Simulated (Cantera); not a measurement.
A closed system holds: 1 mol Al(CH3)3, 2.2 mol NH3, 5.5 mol N2, held at 623.15 K and 0.100 bar.

These are equilibrium values from Cantera (NASA tables, ideal gas, pure condensed phases), not measurements of a reactor. Candidate condensed phases: Al, AlN, C, C6H6, C7H8, C8H18; 97 gas species. The feed counts by its element totals alone. Kinetics and transport are ignored.

Base state: N2 0.544, CH4 0.239, H2 0.217, NH3 0.000211 (mole fractions); condensed: AlN(s) + C(graphite).

Question: What changes in the equilibrium state with this change: temperature from 623.15 K to 725 K?

Answer: 
| species | before | after |
|---|---|---|
| N2 | 0.544 | 0.480 |
| H2 | 0.217 | 0.427 |
| CH4 | 0.239 | 0.0934 |
| NH3 | 0.000211 | 0.000132 |
| AlN(s), mol | 1.00 | 1.00 |
| C(graphite), mol | 0.319 | 1.81 |
